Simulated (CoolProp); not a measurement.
Vapour pressure (kPa) of methanol: the reference equation beside estimates from Tc = 513.4 K, pc = 8216 kPa, ω = 0.565. Clausius-Clapeyron is anchored at 351.4 K with a constant enthalpy of vaporisation of 34.38 kJ/mol.

The numbers come from the reference Helmholtz-energy equation of state, de Reuck 1993 in CoolProp.

| T (K) | reference | Clausius-Clapeyron | Redlich-Kwong | Soave-Redlich-Kwong | Peng-Robinson |
|---|---|---|---|---|---|
| 325.3 | 61.09 | 66.18 | 291.8 | 56.63 | 59.25 |
| 338.4 | 104.4 | 108.2 | 423.4 | 100.1 | 103.4 |
| 351.4 | 170.1 | 170.1 | 592.9 | 167.2 | 170.9 |
| 364.5 | 267.5 | 259.7 | 808.8 | 267.8 | 271.4 |
| 377.5 | 404.9 | 383.8 | 1074 | 410.8 | 413.4 |
| 390.5 | 594.6 | 552.6 | 1396 | 608.6 | 609.0 |
| 403.6 | 851.9 | 779.3 | 1782 | 876.9 | 873.7 |
| 416.6 | 1188 | 1073 | 2234 | 1226 | 1218 |
| 429.7 | 1626 | 1452 | 2763 | 1679 | 1664 |
| 442.7 | 2176 | 1926 | 3367 | 2244 | 2222 |
| 455.8 | 2868 | 2519 | 4058 | 2951 | 2920 |

Absolute difference from the reference over all 11 rows, mean and median: Clausius-Clapeyron 7.2 and 8.3 %, Redlich-Kwong 163.4 and 134.8 %, Soave-Redlich-Kwong 3.0 and 2.9 %, Peng-Robinson 2.0 and 2.1 %.
